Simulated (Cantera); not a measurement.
Charge: 1 mol n-butane, 0.16 mol H₂O, 0.79 mol N₂, 0.095 mol NH₃, equilibrated at 4400000 Pa.

Equilibrium computed with Cantera from the NASA thermochemical tables; the gas is ideal and each condensed phase is pure. Candidate condensed phases: C, C₆H₆, C₇H₈, C₈H₁₈, H₂O; 136 gas species. The ideal-gas law is rough above about 30 bar. Kinetics and transport are ignored.

Task: What share of the C ends up in condensed phases as a function of T (°C), at 1875, 1925, 1975, 2025, 2075, 2125, 2175, 2225, 2275, 2325, 2375, 2425, 2475, 2525?

Result: 
```json
[
 {"T (°C)": "1875", "C condensed (%)": "92.7", "as": "C(graphite)"},
 {"T (°C)": "1925", "C condensed (%)": "92.4", "as": "C(graphite)"},
 {"T (°C)": "1975", "C condensed (%)": "92.0", "as": "C(graphite)"},
 {"T (°C)": "2025", "C condensed (%)": "91.5", "as": "C(graphite)"},
 {"T (°C)": "2075", "C condensed (%)": "91.0", "as": "C(graphite)"},
 {"T (°C)": "2125", "C condensed (%)": "90.3", "as": "C(graphite)"},
 {"T (°C)": "2175", "C condensed (%)": "89.5", "as": "C(graphite)"},
 {"T (°C)": "2225", "C condensed (%)": "88.5", "as": "C(graphite)"},
 {"T (°C)": "2275", "C condensed (%)": "87.4", "as": "C(graphite)"},
 {"T (°C)": "2325", "C condensed (%)": "86.2", "as": "C(graphite)"},
 {"T (°C)": "2375", "C condensed (%)": "84.8", "as": "C(graphite)"},
 {"T (°C)": "2425", "C condensed (%)": "83.3", "as": "C(graphite)"},
 {"T (°C)": "2475", "C condensed (%)": "81.5", "as": "C(graphite)"},
 {"T (°C)": "2525", "C condensed (%)": "79.6", "as": "C(graphite)"}
]
```
